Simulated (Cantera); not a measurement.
A closed system holds: 1 mol MgO, 2.2 mol H2O, 8 mol H2, equilibrated at 875 K and 1 atm.

Equilibrium computed with Cantera from the NASA thermochemical tables; the gas is ideal and each condensed phase is pure. Candidate condensed phases: H2O, Mg, MgO, Mg(OH)2; 15 gas species. Rates play no part.

What is the equilibrium state?


```
Quantity                             Result
--------------------------------  ---------
x(H2)                                 0.784
x(H2O)                                0.216
n(MgO(s))                          1.00 mol
gas amount                        10.20 mol
log10 activity of Mg(s) (absent)     -17.80
```
